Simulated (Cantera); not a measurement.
A closed system holds: 1 mol trisilylamine, 5.4 mol NH3, 0.11 mol H2, held at 9.70 Pa.

Cantera equilibrium calculation (NASA polynomials, part measured and part estimated; ideal gas, pure solids and liquids). Candidate condensed phases: Si, Si3N4; 18 gas species. The feed counts by its element totals alone. Gases not in the tables: Si2H6 and higher silanes. The numbers say what is thermodynamically allowed, not how fast it happens.

Problem. What share of the Si ends up in condensed phases as a function of T (K), at 873, 1073, 1273, 1473, 1673, 1873, 2073?

Solution. 
```tsv
T (K)	Si condensed (%)	as
873	100.0	Si3N4(s)
1073	100.0	Si3N4(s)
1273	100.0	Si3N4(s)
1473	100.0	Si(s)
1673	97.6	Si(s)
1873	43.4	Si(l)
2073	0.0	-
```
